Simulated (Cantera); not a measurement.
Feed: 1 mol SiCl₄, 7.7 mol H₂, 0.57 mol Cl₂, equilibrated at 702 °C and 1.80 bar.

These are equilibrium values from Cantera (NASA tables, ideal gas, pure condensed phases), not measurements of a reactor. Candidate condensed phases: Si; 19 gas species. The tables' values for SiCl₃ are old estimates; treat these amounts as uncertain. The numbers say what is thermodynamically allowed, not how fast it happens.

Base state: H₂ 0.765, HCl 0.127, SiCl₄ 0.104, SiHCl₃ 0.00360, SiCl₃ 3.84e-5, SiH₂Cl₂ 1.30e-5 (mole fractions); condensed: gas only.

**Question.** What changes in the equilibrium state with this change: Cl₂ from 0.57 to 2.6 mol?

**Answer.** 
| species | before | after |
|---|---|---|
| HCl | 0.127 | 0.461 |
| H₂ | 0.765 | 0.451 |
| SiCl₄ | 0.104 | 0.0880 |
| SiH₂Cl₂ | 1.30e-5 | 2.88e-7 |
| SiHCl₃ | 0.00360 | 0.000492 |
